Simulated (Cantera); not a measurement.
Charge: 1 mol SiH2Cl2, 0.47 mol HCl, 3.4 mol N2, equilibrated at 1000 Pa.

Cantera equilibrium calculation (NASA polynomials, part measured and part estimated; ideal gas, pure solids and liquids). Candidate condensed phases: NH4Cl, Si, Si3N4; 28 gas species. N2 is the only nitrogen source here; it is nearly inert below about 1500 K, so the nitride shown seldom forms there in practice. The tables' values for SiCl3, SiCl are old estimates; treat these amounts as uncertain. Rates play no part.

x: gas mole fraction; n: condensed amount in mol.

| T (K) | x N2 | x HCl | x H2 | x SiCl2 | x SiCl4 | x SiCl3 | n Si3N4(s) |
|---|---|---|---|---|---|---|---|
| 1000 | 0.569 | 0.276 | 0.103 | 2.54e-6 | 0.0515 | 7.35e-5 | 0.245 |
| 1050 | 0.567 | 0.282 | 0.1000 | 1.25e-5 | 0.0498 | 0.000186 | 0.248 |
| 1100 | 0.566 | 0.288 | 0.0971 | (withheld) | 0.0481 | 0.000429 | 0.250 |
| 1150 | 0.565 | 0.292 | 0.0946 | 0.000199 | 0.0464 | 0.000918 | 0.252 |
| 1200 | 0.564 | 0.296 | 0.0925 | 0.000659 | 0.0444 | 0.00183 | 0.253 |
| 1250 | 0.563 | 0.298 | 0.0909 | 0.00196 | 0.0417 | 0.00338 | 0.252 |
| 1300 | 0.563 | 0.298 | 0.0900 | 0.00523 | 0.0378 | 0.00577 | 0.249 |
| 1350 | 0.562 | 0.294 | 0.0903 | 0.0125 | 0.0319 | 0.00893 | 0.240 |
| 1400 | 0.561 | 0.284 | 0.0925 | 0.0261 | 0.0238 | 0.0121 | 0.224 |
| 1450 | 0.561 | 0.265 | 0.0977 | 0.0468 | 0.0149 | 0.0138 | 0.198 |
| 1500 | 0.562 | 0.239 | 0.106 | 0.0714 | 0.00755 | 0.0130 | 0.165 |
| 1550 | 0.564 | 0.208 | 0.118 | 0.0953 | 0.00325 | 0.0105 | 0.131 |
| 1600 | 0.568 | (withheld) | (withheld) | (withheld) | (withheld) | 0.00774 | (withheld) |
| 1650 | 0.571 | 0.147 | 0.142 | 0.133 | 0.000482 | 0.00541 | 0.0685 |

**Question.** Complete the blanks.

**Answer.** 
- 1600, x HCl: 0.177
- 1600, x H2: 0.130
- 1600, x SiCl2: 0.116
- 1600, x SiCl4: 0.00127
- 1600, n Si3N4(s): 0.0978
- 1100, x SiCl2: 5.33e-5
